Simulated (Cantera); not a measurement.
An isothermal, constant-pressure homogeneous reactor starts with NH3 : H2 = 1 : 2 (molar parts), at 1500 K and 72.0 Torr. Integrator tolerance rtol = 1e-08.

Cantera simulation using the gas-phase N/H chemistry of the illustrative SiF4/NH3 mechanism in the Surface Chemkin manual (1991); the numbers are that mechanism's predictions, not measurements. Walls and surfaces, which speed up NH3 decomposition in real reactors, are not modelled.

Task: What does this change do: temperature 1500 to 1825 K?

Result: 
| quantity | before | after |
|---|---|---|
| x(NH3) at 100 s | 0.248 (gas-phase equilibrium 1.70e-6) | 0.000101 (gas-phase equilibrium 7.63e-7) |
| x(H2) at 100 s | 0.720 (gas-phase equilibrium 0.875) | 0.874 (gas-phase equilibrium 0.874) |
| x(N2H4) at 100 s | 5.11e-9 (gas-phase equilibrium <1e-12) | <1e-12 (gas-phase equilibrium <1e-12) |
| x(N2) at 100 s | 0.0320 (gas-phase equilibrium 0.125) | 0.125 (gas-phase equilibrium 0.125) |
| x(H) at 100 s | 2.88e-5 (gas-phase equilibrium 5.35e-5) | 0.00134 (gas-phase equilibrium 0.00134) |
